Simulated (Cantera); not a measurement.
Feed: 1 mol B, 0.25 mol O2, 120 mol N2, at 2473 K and 100000 Pa.

Method: chemical equilibrium by Gibbs-energy minimisation in Cantera with the NASA 1993 tables (ideal gas, pure condensed phases). Candidate condensed phases: B, BN, B2O3; 17 gas species. Equilibrium is a limit: real reactors are often held back by kinetics, nucleation or transport.

Base state: N2 0.996, BO 0.00338, B2O2 0.000364, B2O 2.41e-5, B 1.43e-5 (mole fractions); condensed: BN(s).

### Question
What changes in the equilibrium state with this change: B replaced by B2H6?

### Answer
```
species       before     after
----------  --------  --------
N2             0.996     0.971
H2                 0    0.0220
H                  0   0.00331
BO           0.00338   0.00222
HBO                0   0.00150
BH2                0   1.74e-5
B2O2        0.000364  0.000157
BN(s), mol     0.496      1.49
```
The feed counts by its element totals alone. The tables' values for BH2 are old estimates; treat these amounts as uncertain. Further candidate phases: B3O3H3, H2O.

### Question
What changes in the equilibrium state with this change: O2 from 0.25 to 0.68 mol?

### Answer
```csv
species,before,after
N2,0.996,0.995
B2O3,8.46e-6,0.00280
BO,0.00338,0.00222
B2O,2.41e-5,1.34e-8
B,1.43e-5,1.21e-8
NO,2.29e-8,1.76e-5
BO2,3.23e-7,0.000163
"BN(s), mol",0.496,0
```

### Question
What changes in the equilibrium state with this change: N2 from 120 to 2.9 mol?

### Answer
| species | before | after |
|---|---|---|
| N2 | 0.996 | 0.901 |
| B2O2 | 0.000364 | 0.0478 |
| BO | 0.00338 | 0.0388 |
| B2O3 | 8.46e-6 | 0.0121 |
| BO2 | 3.23e-7 | 4.03e-5 |
| B2O | 2.41e-5 | 0.000291 |
| BN(s), mol | 0.496 | 0.535 |
